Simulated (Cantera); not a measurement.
A Cantera script and what it prints.

```python
import numpy as np
import cantera as ct

gas_names = """
    CL CL2 H HCL H2 N NH NH2 NH3 N2 N2H2 N2H4 Si SiCL SiCL2 SiCL3 SiCL4 SiH SiHCL3 SiH2 SiH2CL2 SiH3
    SiH3CL SiH4 SiN Si2 Si2N Si3
""".split()
cond_names = """
    NH4CL(a) NH4CL(b) Si(cr) Si(L) Si3N4(a)
""".split()


# ... load() reads the species with a 1 bar reference pressure and builds the phases ...
atoms = {
    'SiHCl3': {'Si': 1, 'H': 1, 'CL': 3},
    'NH3': {'N': 1, 'H': 3},
    'N2': {'N': 2},
}
top_T = {'Si3N4(a)': 2400}  # K; cautious upper limits of use, not melting points


# ... equilibrate(T, P, feed) seeds the gas with the atoms and calls Mixture.equilibrate('TP', solver="vcs", rtol=1e-11, max_steps=5000) ...
results = []
feed = {'SiHCl3': 1, 'NH3': 15, 'N2': 45}  # mol
T = 1825  # K
for P in [5, 15, 45, 140, 410, 1200, 3700, 11000, 33000, 100000]:
    mix = equilibrate(T, P, feed)
    results.append((T, P, feed, dict(zip(mix.species_names, mix.species_moles))))

top = {s: max(r[3][s] / sum(r[3][g] for g in gas_names) for r in results) for s in gas_names}
cols = sorted((s for s in top if top[s] > 1e-06), key=lambda s: -top[s])[:9]
seen = [c for c in cond_names if any(r[3].get(c, 0) > 1e-12 for r in results)]
print("log10 of partial pressures in bar; condensed amounts in mol")
print(f"{'P/Pa':>10s}" + "".join(f"{s[:9]:>10s}" for s in cols + seen))
for T, P, feed, n in results:
    ng = sum(n[g] for g in gas_names)
    print(f"{P:10.4g}" + "".join(f"{np.log10(max(n[s] / ng * P / 1e5, 1e-99)):10.3f}" for s in cols)
          + "".join(f"{n.get(c, 0):10.4g}" for c in seen))
```

Output:

```
log10 of partial pressures in bar; condensed amounts in mol
      P/Pa        N2        H2       HCL         H        Si     SiCL2        CL      SiCL       SiH     Si(L)  Si3N4(a)
         5    -4.480    -4.889    -5.799    -5.800    -6.268    -7.160    -6.829    -7.749    -8.686         0         0
        15    -3.999    -4.395    -5.345    -5.554    -5.867    -6.345    -6.622    -7.141    -8.038         0         0
        45    -3.519    -3.906    -4.920    -5.309    -5.516    -5.632    -6.441    -6.609    -7.443         0         0
       140    -3.023    -3.405    -4.460    -5.059    -5.342    -5.039    -6.231    -6.226    -7.018    0.1851         0
       410    -2.555    -2.935    -3.988    -4.824    -5.342    -4.566    -5.995    -5.989    -6.783    0.3696         0
      1200    -2.088    -2.467    -3.519    -4.590    -5.342    -4.096    -5.760    -5.754    -6.549    0.4359         0
      3700    -1.599    -1.977    -2.983    -4.344    -5.530    -3.701    -5.468    -5.650    -6.492         0    0.1907
   1.1e+04    -1.126    -1.505    -2.451    -4.109    -5.845    -3.425    -5.172    -5.670    -6.571         0    0.2442
   3.3e+04    -0.649    -1.030    -1.936    -3.871    -6.163    -3.187    -4.895    -5.710    -6.651         0    0.2819
     1e+05    -0.168    -0.549    -1.431    -3.631    -6.484    -2.980    -4.631    -5.767    -6.732         0    0.3056
```

Cantera equilibrium calculation (NASA polynomials, part measured and part estimated; ideal gas, pure solids and liquids). The tables' values for SiCl, SiN, SiCl3 are old estimates; treat these amounts as uncertain. Gases not in the tables: Si2H6 and higher silanes.
